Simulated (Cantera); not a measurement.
A perfectly stirred reactor is fed with CO : H2 : CH4 : O2 : N2 = 1 : 0.36 : 0.32 : 1.2 : 4.51 (molar parts), equivalence ratio 1.1, at 0.510 bar; it is adiabatic with a 325 K inlet, and is followed from long to short residence time, starting on the burning branch (τ in s: 0.34, 0.13, 0.052, 0.02, 0.0079, 0.0031, 0.0012, 0.00047, 0.00018, 7.2e-05, 2.8e-05, 1.1e-05).

Cantera simulation using GRI-Mech 3.0 (53 species, 325 reactions); the numbers are that mechanism's predictions, not measurements.

x: mole fraction; the columns are a selection and need not sum to one.

```json
[
 {"τ (s)": "0.34", "T (K)": "2303", "x CO": "0.0427", "x H2": "0.00691", "x CH4": "6.43e-7", "x NO": "0.00183", "x H2O2": "[?]", "x O2": "0.00539", "x N2O": "7.82e-8"},
 {"τ (s)": "0.13", "T (K)": "2283", "x CO": "0.0445", "x H2": "0.00732", "x CH4": "1.43e-6", "x NO": "0.00148", "x H2O2": "[?]", "x O2": "0.00657", "x N2O": "7.56e-8"},
 {"τ (s)": "0.052", "T (K)": "2246", "x CO": "0.0477", "x H2": "0.00810", "x CH4": "2.85e-6", "x NO": "0.00103", "x H2O2": "[?]", "x O2": "0.00861", "x N2O": "6.94e-8"},
 {"τ (s)": "0.020", "T (K)": "2183", "x CO": "0.0528", "x H2": "0.00944", "x CH4": "5.56e-6", "x NO": "0.000562", "x H2O2": "[?]", "x O2": "0.0118", "x N2O": "6.11e-8"},
 {"τ (s)": "0.0079", "T (K)": "2097", "x CO": "0.0587", "x H2": "0.0112", "x CH4": "1.08e-5", "x NO": "0.000261", "x H2O2": "[?]", "x O2": "0.0157", "x N2O": "5.48e-8"},
 {"τ (s)": "0.0031", "T (K)": "1992", "x CO": "0.0646", "x H2": "0.0133", "x CH4": "2.22e-5", "x NO": "0.000121", "x H2O2": "[?]", "x O2": "0.0198", "x N2O": "5.04e-8"},
 {"τ (s)": "0.0012", "T (K)": "1870", "x CO": "0.0700", "x H2": "0.0154", "x CH4": "5.02e-5", "x NO": "6.45e-5", "x H2O2": "[?]", "x O2": "0.0242", "x N2O": "4.66e-8"},
 {"τ (s)": "0.00047", "T (K)": "1737", "x CO": "0.0758", "x H2": "0.0171", "x CH4": "0.000128", "x NO": "3.63e-5", "x H2O2": "[?]", "x O2": "0.0291", "x N2O": "4.34e-8"},
 {"τ (s)": "0.00018", "T (K)": "1585", "x CO": "0.0883", "x H2": "0.0181", "x CH4": "0.000424", "x NO": "1.55e-5", "x H2O2": "[?]", "x O2": "0.0377", "x N2O": "4.08e-8"},
 {"τ (s)": "7.2e-5", "T (K)": "325", "x CO": "0.135", "x H2": "0.0487", "x CH4": "0.0433", "x NO": "<1e-12", "x H2O2": "<1e-12", "x O2": "0.162", "x N2O": "<1e-12"},
 {"τ (s)": "2.8e-5", "T (K)": "325", "x CO": "0.135", "x H2": "0.0487", "x CH4": "0.0433", "x NO": "<1e-12", "x H2O2": "<1e-12", "x O2": "0.162", "x N2O": "<1e-12"},
 {"τ (s)": "1.1e-5", "T (K)": "325", "x CO": "0.135", "x H2": "0.0487", "x CH4": "0.0433", "x NO": "<1e-12", "x H2O2": "<1e-12", "x O2": "0.162", "x N2O": "<1e-12"}
]
```

Some entries are withheld; supply them.


- 0.34, x H2O2: 3.28e-8
- 0.13, x H2O2: 3.62e-8
- 0.052, x H2O2: 4.22e-8
- 0.020, x H2O2: 5.44e-8
- 0.0079, x H2O2: 7.76e-8
- 0.0031, x H2O2: 1.22e-7
- 0.0012, x H2O2: 2.09e-7
- 0.00047, x H2O2: 3.80e-7
- 0.00018, x H2O2: 7.41e-7
